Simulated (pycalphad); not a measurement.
## Effect of B content in Ti-Hf-B

Source of the numbers: pycalphad with the COST 507 light-alloy database (1999); pressure 1 atm. The data set is of 1999 and partly superseded. Phase fractions are per mole of atoms. Diffusion is slow at the low end, where real alloys seldom reach equilibrium.

```
alloy                    liquidus (K)  first solid  solidus (K)    phases at 600 K
-----------------------  ------------  -----------  -----------  -----------------
Ti-0.22Hf-1.98B (at.%)           1899          bcc         1814  hcp 0.96, BM 0.04
Ti-0.22Hf-5.95B (at.%)           1828          bcc         1814  hcp 0.88, BM 0.12
Ti-0.22Hf-7.94B (at.%)           1839           BM         1814  hcp 0.84, BM 0.16
Ti-0.22Hf-23.82B (at.%)          2086           BM         1814  hcp 0.52, BM 0.48
```

Database names, with the compositions (at.%) that they take in these runs: BM: Ti 50 B 50.
